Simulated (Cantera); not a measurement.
An isothermal plug-flow reactor at 925 K and 5.00 bar (inlet), inlet velocity 1 m/s, active area per volume 410 1/m; feed CO : O2 : N2 : H2O = 0.0019 : 0.2 : 0.79 : 0.085 (molar parts), equivalence ratio 0.0047.

Detailed kinetics in Cantera: Deutschmann's 1995 Pt surface mechanism with GRI-Mech 3.0 gas chemistry. Catalytic surfaces can have several steady states; this one follows from the mechanism file's or the stated starting coverage. Mass transfer to the wall is taken as infinitely fast.

x: gas mole fraction; θ: surface coverage.

| z (m) | x CO | x O2 | x H2O | x CO2 | θ free Pt | θ O* | θ OH* |
|---|---|---|---|---|---|---|---|
| 0.00075 | 0.00124 | 0.186 | 0.0790 | 0.000526 | 0.0579 | 0.933 | 0.00873 |
| 0.0016 | ___ | 0.185 | 0.0790 | ___ | 0.0570 | 0.934 | 0.00866 |
| 0.0035 | ___ | 0.185 | 0.0790 | ___ | 0.0559 | 0.935 | 0.00859 |
| 0.0075 | 6.72e-5 | 0.185 | 0.0790 | 0.00170 | 0.0553 | 0.936 | 0.00854 |
| 0.016 | 1.90e-6 | 0.185 | 0.0790 | 0.00176 | 0.0551 | 0.936 | 0.00853 |
| 0.035 | 6.66e-10 | 0.185 | 0.0790 | 0.00177 | 0.0551 | 0.936 | 0.00853 |
| 0.075 | <1e-12 | 0.185 | 0.0790 | 0.00177 | 0.0551 | 0.936 | 0.00853 |

Problem. Fill in the missing entries.

Solution. 
- 0.0016, x CO: 0.000842
- 0.0016, x CO2: 0.000923
- 0.0035, x CO: 0.000367
- 0.0035, x CO2: 0.00140
